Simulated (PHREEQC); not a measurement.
## Hard or scaling water

Dissolve 0.00015 mol/kgw CaSO4, 0.0052 mol/kgw NaHCO3 and 0.0027 mol/kgw MgSO4 at 20 °C. Closed to the air; pH follows from the charge balance.

Computed with PHREEQC (ion-association model, phreeqc.dat).

No solid was allowed to form.

Task: Predict the pH, specific conductance.

Result: pH 8.14; specific conductance 868 µS/cm.

Task: In which forms is S present?

Result: SO4-2 83 %, MgSO4 15 %, NaSO4- 1.3 %, CaSO4 0.7 % of the S.

Complexes and solids missing from the database can't appear.
